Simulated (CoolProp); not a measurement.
Saturated liquid density (kg/m³) of the fluoroketone C6F12O (FK-5-1-12): the reference equation beside estimates from Tc = 441.8 K, pc = 1.869 MPa, ω = 0.471.

Model: reference Helmholtz-energy equation of state, McLinden 2015, in CoolProp.

```
T (K)  reference  Soave-Redlich-Kwong  Peng-Robinson
-----  ---------  -------------------  -------------
294         1615                 1475           1666
301.5       1592                 1454           1644
308.9       1569                 1433           1620
316.4       1546                 1410           1595
323.8       1522                 1386           1569
331.3       1497                 1361           1541
338.8       1471                 1334           1511
346.2       1445                 1306           1480
353.7       1417                 1275           1447
361.2       1388                 1243           1410
368.6       1358                 1209           1372
376.1       1326                 1172           1330
383.5       1293                 1133           1286
391         1256                 1090           1237
```

Absolute difference from the reference over all 14 rows, mean and median: Soave-Redlich-Kwong 10.0 and 9.5 %, Peng-Robinson 2.2 and 2.6 %.
